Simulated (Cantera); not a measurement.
Mixture: C3H8 : O2 : N2 : H2O = 1 : 8.93 : 36.6 : 6.6 (molar parts), at 3750 Torr, adiabatic and at constant pressure. Ignition delay is the time to a rise of 400 K.

Cantera simulation using GRI-Mech 3.0 (53 species, 325 reactions); the numbers are that mechanism's predictions, not measurements. GRI-Mech 3.0 was tuned for natural gas; its chemistry of propane as a main component is partial and can be far from experiment.

Problem. Predict: delay at 1173 K; delay at 1323 K; delay at 1473 K; delay at 1623 K; delay at 1773 K; apparent activation energy between 1698 and 1848 K.

Solution. 
```
Quantity                                                Result
--------------------------------------------------  ----------
delay at 1173 K                                        4.27 ms
delay at 1323 K                                       0.321 ms
delay at 1473 K                                        44.4 µs
delay at 1623 K                                        11.3 µs
delay at 1773 K                                        4.84 µs
apparent activation energy between 1698 and 1848 K  100 kJ/mol
```
